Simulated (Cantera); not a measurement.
## Equilibrium for silicon carbide growth: SiH2Cl2 + C3H8 + H2 + HCl

A closed system holds: 1 mol SiH2Cl2, 0.004 mol C3H8, 150 mol H2, 0.029 mol HCl, held at 0.980 bar.

Method: chemical equilibrium by Gibbs-energy minimisation in Cantera with the NASA 1993 tables (ideal gas, pure condensed phases). Candidate condensed phases: C, C6H6, C7H8, C8H18, Si, SiC; 109 gas species. The tables' values for SiCl are old estimates; treat these amounts as uncertain. Gases not in the tables: Si2H6 and higher silanes. The numbers say what is thermodynamically allowed, not how fast it happens.

From 2248 K to 2448 K the condensed part is Si(l). At 2473 K nothing is condensed. The main Si-bearing gas is Si throughout. The share of Si in condensed phases is highest at 2248 K (74.9 %) and lowest at 2473 K (0.0 %).

```csv
T (K),log p H2,log p H,log p HCl,log p Si,log p SiH,n Si(l)
2248,-0.02,-2.14,-1.91,-3.24,-3.64,0.749
2273,-0.02,-2.09,-1.91,-3.14,-3.56,0.709
2298,-0.02,-2.03,-1.91,-3.04,-3.48,0.661
2323,-0.02,-1.97,-1.91,-2.94,-3.41,0.604
2348,-0.02,-1.92,-1.91,-2.85,-3.33,0.536
2373,-0.02,-1.87,-1.91,-2.76,-3.26,0.455
2398,-0.02,-1.81,-1.92,-2.67,-3.19,0.360
2423,-0.02,-1.76,-1.92,-2.58,-3.12,0.247
2448,-0.03,-1.71,-1.92,-2.50,-3.05,0.115
2473,-0.03,-1.67,-1.92,-2.43,-3.00,0
```
log p: log10 of the partial pressure in bar; n: condensed amount in mol.
